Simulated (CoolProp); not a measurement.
R1234ze(E) along the isotherm 57.05 °C: density (kg/m³) from the reference equation and from simpler models built on Tc = 109.4 °C, pc = 3.635 MPa, ω = 0.313; each cubic takes its own stable root.

Model: reference Helmholtz-energy equation of state, Thol 2016, in CoolProp.

```
p (MPa)   phase  reference  Soave-Redlich-Kwong  Peng-Robinson
-------  ------  ---------  -------------------  -------------
0.0287      gas      1.198                1.197          1.198
0.0422      gas      1.765                1.764          1.765
0.0619      gas      2.597                2.596          2.598
0.0909      gas      3.833                3.829          3.834
0.133       gas      5.648                5.641          5.650
0.196       gas      8.414                8.398          8.419
0.287       gas      12.52                12.49          12.53
0.422       gas      18.89                18.80          18.91
0.619       gas      28.86                28.64          28.88
0.909       gas      45.46                44.84          45.41
1.33     liquid       1047                904.5           1027
1.96     liquid       1053                915.3           1038
2.87     liquid       1062                929.5           1052
4.22     liquid       1073                948.0           1071
6.19     liquid       1088                971.1           1096
9.09     liquid       1107                999.3           1125
```
